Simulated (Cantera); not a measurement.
A closed system holds: 1 mol MgO, 5.1 mol CO, 0.4 mol C, at 2173 K and 1 atm.

Method: chemical equilibrium by Gibbs-energy minimisation in Cantera with the NASA 1993 tables (ideal gas, pure condensed phases). Candidate condensed phases: C, Mg, MgCO₃, MgO; 15 gas species. The numbers say what is thermodynamically allowed, not how fast it happens.

Base state: CO 0.931, Mg 0.0682, CO₂ 0.000382 (mole fractions); condensed: MgO(s).

**Question.** What changes in the equilibrium state with this change: pressure from 1 atm to 0.100 bar?

**Answer.** 
```tsv
species	before	after
CO	0.931	0.925
Mg	0.0682	0.0712
CO₂	0.000382	0.00368
MgO(s), mol	0.598	0.578
```

**Question.** What changes in the equilibrium state with this change: C from 0.4 to 1.1 mol?

**Answer.** 
```json
[
 {"species": "CO", "before": "0.931", "after": "0.859"},
 {"species": "Mg", "before": "0.0682", "after": "0.141"},
 {"species": "CO₂", "before": "0.000382", "after": "8.98e-6"},
 {"species": "MgO(s), mol", "before": "0.598", "after": "0"},
 {"species": "C(graphite), mol", "before": "0", "after": "0.100"}
]
```
